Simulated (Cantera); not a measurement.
A closed system holds: 1 mol FeS, 4.7 mol O₂, 1.4 mol CO₂, equilibrated at 1725 K.

These are equilibrium values from Cantera (NASA tables, ideal gas, pure condensed phases), not measurements of a reactor. Candidate condensed phases: C, Fe, Fe(CO)₅, FeO, FeS, FeSO₄, FeS₂, Fe₂O₃, Fe₂(SO₄)₃, Fe₃O₄, S; 25 gas species. Rates play no part.

**Question.** Which condensed phases are stable at each of these points (P (Pa)): 1000, 2300, 5400, 13000, 29000, 68000, 160000, 370000, 860000, 2000000?

**Answer.** 
| P (Pa) | condensed phases | Fe condensed (%) |
|---|---|---|
| 1000 | Fe₃O₄(s) | 100.0 |
| 2300 | Fe₃O₄(s) | 100.0 |
| 5400 | Fe₃O₄(s) | 100.0 |
| 13000 | Fe₃O₄(s) | 100.0 |
| 29000 | Fe₃O₄(s) | 100.0 |
| 68000 | Fe₃O₄(s) | 100.0 |
| 160000 | Fe₂O₃(s) | 100.0 |
| 370000 | Fe₂O₃(s) | 100.0 |
| 860000 | Fe₂O₃(s) | 100.0 |
| 2000000 | Fe₂O₃(s) | 100.0 |

From 7.50 Torr to 510 Torr the condensed part is Fe₃O₄(s). From 1200 Torr to 15000 Torr the condensed part is Fe₂O₃(s).
